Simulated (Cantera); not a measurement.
A closed system holds: 1 mol SiF4, 4 mol NO, 4 mol N2, equilibrated at 825 K and 6.00 mbar.

These are equilibrium values from Cantera (NASA tables, ideal gas, pure condensed phases), not measurements of a reactor. Candidate condensed phases: Si, SiO2, Si2N2O, Si3N4; 28 gas species. Equilibrium is a limit: real reactors are often held back by kinetics, nucleation or transport.

Base state: N2 0.667, O2 0.222, SiF4 0.111 (mole fractions); condensed: gas only.

Question: What changes in the equilibrium state with this change: 0.14 mol H2O added?

Answer: 
| species | before | after |
|---|---|---|
| N2 | 0.667 | 0.652 |
| O2 | 0.222 | 0.217 |
| SiF4 | 0.111 | 0.102 |
| HF | 0 | 0.0274 |
| H2O | 0 | 0.00153 |
| SiO2(α-quartz), mol | 0 | 0.0630 |
Further candidate phases: H2O.
